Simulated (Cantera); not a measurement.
Input (Python, Cantera):

```python
import numpy as np
import cantera as ct

gas = ct.Solution("gri30.yaml")
gas.TPX = 898, 300000, {'CO': 0.015, 'O2': 0.046, 'H2O': 0.034, 'N2': 1, 'H2': 0.01}
reactor = ct.IdealGasConstPressureReactor(gas, energy="off", clone=False)
net = ct.ReactorNet([reactor])
net.rtol, net.atol = 1e-08, 1e-18
show = ['CO', 'O2', 'H2O', 'NO', 'O', 'NO2', 'H']
times = np.geomspace(2e-06, 200, 13)

steps = ct.SolutionArray(gas, extra=["t"])
rows = []
print(f"{'t/s':>10s}{'T/K':>9s}{'P/Pa':>11s}" + "".join(f"{s:>11s}" for s in show))
for t in times:
    while net.time < t:
        t_next = net.step()
        steps.append(gas.state, t=t_next)
    rows.append([np.interp(t, steps.t, y) for y in (steps.T, steps.P, *steps(*show).X.T)])
    print(f"{t:10.3e}{rows[-1][0]:9.1f}{rows[-1][1]:11.4g}" + "".join(f"{x:11.3e}" for x in rows[-1][2:]))
rate = np.gradient(steps.T, steps.t)
print("integrator steps:", len(steps.t))
if steps.T.max() > steps.T[0] + 200:
    print(f"time of steepest temperature rise: {steps.t[rate.argmax()]:.4e} s")
gas.TPX = 898, 300000, {'CO': 0.015, 'O2': 0.046, 'H2O': 0.034, 'N2': 1, 'H2': 0.01}
gas.equilibrate("TP")
print(f"equilibrium (TP): T = {gas.T:.1f} K  " + "  ".join(f"{s} {gas[s].X[0]:.3e}" for s in show))
```

Output:

```
       t/s      T/K       P/Pa         CO         O2        H2O         NO          O        NO2          H
 2.000e-06    898.0      3e+05  1.357e-02  4.163e-02  3.077e-02  5.267e-28  2.553e-13  7.070e-39  5.473e-14
 9.283e-06    898.0      3e+05  1.357e-02  4.163e-02  3.077e-02  1.516e-26  1.042e-12  3.715e-36  1.876e-13
 4.309e-05    898.0      3e+05  1.357e-02  4.163e-02  3.077e-02  3.661e-25  2.877e-12  3.613e-33  5.268e-13
 2.000e-04    898.0      3e+05  1.357e-02  4.163e-02  3.077e-02  4.134e-24  3.650e-12  1.692e-30  6.865e-13
 9.283e-04    898.0      3e+05  1.357e-02  4.163e-02  3.077e-02  2.455e-23  3.727e-12  2.703e-28  7.825e-13
 4.309e-03    898.0      3e+05  1.357e-02  4.163e-02  3.077e-02  1.490e-22  4.090e-12  3.656e-26  1.249e-12
 2.000e-02    898.0      3e+05  1.357e-02  4.163e-02  3.077e-02  1.723e-21  6.242e-12  8.903e-24  4.014e-12
 9.283e-02    898.0      3e+05  1.357e-02  4.163e-02  3.077e-02  1.904e-19  3.981e-11  3.386e-20  4.721e-11
 4.309e-01    898.0      3e+05  1.349e-02  4.154e-02  3.086e-02  7.090e-17  1.229e-09  9.815e-16  1.631e-09
 2.000e+00    898.0      3e+05  1.066e-02  3.803e-02  3.532e-02  3.122e-14  7.980e-09  6.138e-13  7.629e-09
 9.283e+00    898.0      3e+05  4.686e-03  3.306e-02  3.990e-02  1.055e-13  3.710e-09  5.221e-12  6.621e-10
 4.309e+01    898.0      3e+05  1.231e-03  3.126e-02  4.025e-02  1.464e-13  7.422e-10  1.826e-11  6.368e-11
 2.000e+02    898.0      3e+05  1.520e-04  3.074e-02  4.027e-02  6.549e-14  3.451e-11  2.780e-11  2.319e-12
integrator steps: 1277
equilibrium (TP): T = 898.0 K  CO 5.825e-14  O2 3.066e-02  H2O 4.027e-02  NO 3.717e-06  O 5.083e-13  NO2 2.914e-07  H 4.008e-17
```

Model: GRI-Mech 3.0 (53 species, 325 reactions), integrated in Cantera. The hydrogen kinetics of GRI-Mech 3.0 are dated; newer H2 mechanisms differ, most at raised pressure. Below about 950 K walls govern HO2 and H2O2 in real vessels.
